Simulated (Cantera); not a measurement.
Gas mixture: H2O = 0.9 (molar parts), at 0.00230 bar, frozen composition.

Cantera's kinetic-theory transport with the Lennard-Jones parameters of GRI-Mech 3.0, ideal gas; thermal conductivity in the mixture-averaged form. Polar gases are described roughly by these parameters.

D: mixture-averaged diffusion coefficient of that species in the mixture.

```csv
T (K),ρ (kg/m³),cp (J/kg/K),μ (µPa s),λ (mW/m/K),Pr,D (cm²/s) H,D (cm²/s) CH4,D (cm²/s) N2
400,0.00125,1902,14.0,37.0,0.718,1000,176,___
550,0.000906,1985,19.6,54.2,0.718,1830,323,___
700,0.000712,2082,25.2,73.4,0.716,2840,504,___
850,0.000586,2185,30.8,94.5,0.713,4020,717,___
1000,0.000498,2292,36.2,117,0.712,5350,957,___
1150,0.000433,2401,41.5,140,0.713,6820,1220,___
1300,0.000383,2502,46.7,163,0.715,8420,1510,___
```

Q: Some entries are withheld; supply them.

A: 
- 400, D (cm²/s) N2: 174
- 550, D (cm²/s) N2: 316
- 700, D (cm²/s) N2: 490
- 850, D (cm²/s) N2: 691
- 1000, D (cm²/s) N2: 918
- 1150, D (cm²/s) N2: 1170
- 1300, D (cm²/s) N2: 1440
